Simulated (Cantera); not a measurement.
Cantera run, input and output.

```python
import numpy as np
import cantera as ct

gas = ct.Solution("gri30.yaml")
gas.TPX = 1975, 50, {'CH4': 1, 'H2': 9.3}
reactor = ct.IdealGasConstPressureReactor(gas, energy="off", clone=False)
net = ct.ReactorNet([reactor])
net.rtol, net.atol = 1e-08, 1e-18
show = ['CH4', 'H2', 'C2H2', 'C2H6', 'H', 'CH3', 'C2H4']
times = np.geomspace(1e-05, 6, 14)

steps = ct.SolutionArray(gas, extra=["t"])
rows = []
print(f"{'t/s':>10s}{'T/K':>9s}{'P/Pa':>11s}" + "".join(f"{s:>11s}" for s in show))
for t in times:
    while net.time < t:
        t_next = net.step()
        steps.append(gas.state, t=t_next)
    rows.append([np.interp(t, steps.t, y) for y in (steps.T, steps.P, *steps(*show).X.T)])
    print(f"{t:10.3e}{rows[-1][0]:9.1f}{rows[-1][1]:11.4g}" + "".join(f"{x:11.3e}" for x in rows[-1][2:]))
rate = np.gradient(steps.T, steps.t)
print("integrator steps:", len(steps.t))
if steps.T.max() > steps.T[0] + 200:
    print(f"time of steepest temperature rise: {steps.t[rate.argmax()]:.4e} s")
gas.TPX = 1975, 50, {'CH4': 1, 'H2': 9.3}
gas.equilibrate("TP")
print(f"equilibrium (TP): T = {gas.T:.1f} K  " + "  ".join(f"{s} {gas[s].X[0]:.3e}" for s in show))
```

Output:

```
       t/s      T/K       P/Pa        CH4         H2       C2H2       C2H6          H        CH3       C2H4
 1.000e-05   1975.0         50  9.709e-02  9.029e-01  2.530e-20  6.156e-18  3.678e-07  3.724e-07  5.156e-16
 2.783e-05   1975.0         50  9.709e-02  9.029e-01  1.089e-18  2.100e-16  1.011e-06  1.049e-06  7.539e-15
 7.744e-05   1975.0         50  9.708e-02  9.029e-01  4.241e-17  9.168e-15  2.724e-06  3.007e-06  1.077e-13
 2.155e-04   1975.0         50  9.708e-02  9.029e-01  2.498e-15  4.596e-13  7.040e-06  8.908e-06  2.727e-12
 5.996e-04   1975.0         50  9.706e-02  9.029e-01  2.871e-13  2.278e-11  1.726e-05  2.711e-05  1.227e-10
 1.669e-03   1975.0         50  9.700e-02  9.029e-01  3.643e-11  8.150e-10  4.290e-05  8.054e-05  5.284e-09
 4.643e-03   1975.0         50  9.684e-02  9.028e-01  3.504e-09  1.550e-08  1.134e-04  2.297e-04  1.614e-07
 1.292e-02   1975.0         50  9.639e-02  9.027e-01  2.729e-07  1.679e-07  3.102e-04  6.425e-04  3.770e-06
 3.596e-02   1975.0         50  9.498e-02  9.023e-01  1.962e-05  1.293e-06  8.656e-04  1.778e-03  6.837e-05
 1.001e-01   1975.0         50  8.843e-02  9.028e-01  1.063e-03  6.685e-06  2.434e-03  4.634e-03  6.112e-04
 2.784e-01   1975.0         50  5.843e-02  9.160e-01  1.387e-02  7.775e-06  4.882e-03  6.062e-03  7.194e-04
 7.748e-01   1975.0         50  2.227e-02  9.361e-01  3.242e-02  1.488e-06  6.175e-03  2.885e-03  1.457e-04
 2.156e+00   1975.0         50  5.250e-03  9.442e-01  4.120e-02  1.147e-07  8.412e-03  9.227e-04  1.460e-05
 6.000e+00   1975.0         50  7.709e-04  9.428e-01  4.350e-02  3.583e-09  1.274e-02  2.059e-04  1.526e-06
integrator steps: 925
equilibrium (TP): T = 1975.0 K  CH4 1.563e-06  H2 8.986e-01  C2H2 4.290e-02  C2H6 3.757e-14  H 5.843e-02  CH3 2.009e-06  C2H4 1.487e-07
```

Cantera simulation using GRI-Mech 3.0 (53 species, 325 reactions); the numbers are that mechanism's predictions, not measurements. GRI-Mech 3.0 stops at C3 and has no aromatics, soot or wall deposition, so with more carbon than oxygen in the feed, carbon stays in small species such as C2H2 where larger ones or solid carbon would form. Radical loss at walls, strong at low pressure, is not modelled.
